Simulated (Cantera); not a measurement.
Input: 1 mol PbO, 0.68 mol CO, 16 mol H2, equilibrated at 1275 °C and 13.3 mbar.

Cantera equilibrium calculation (NASA polynomials, part measured and part estimated; ideal gas, pure solids and liquids). Candidate condensed phases: C, C6H6, C7H8, C8H18, H2O, Pb, PbO, PbO2, Pb3O4; 113 gas species. Equilibrium is a limit: real reactors are often held back by kinetics, nucleation or transport.

Base state: H2 0.849, Pb 0.0566, H2O 0.0557, CO 0.0376, CO2 0.000883, H 0.000246 (mole fractions); condensed: gas only.

Question: What changes in the equilibrium state with this change: temperature from 1275 °C to 727 °C?

Answer: 
```tsv
species	before	after
H2	0.849	0.902
H2O	0.0557	0.0565
CO	0.0376	0.0374
Pb	0.0566	0.00121
CO2	0.000883	0.00336
H	0.000246	1.87e-8
Pb(l), mol	0	0.980
```
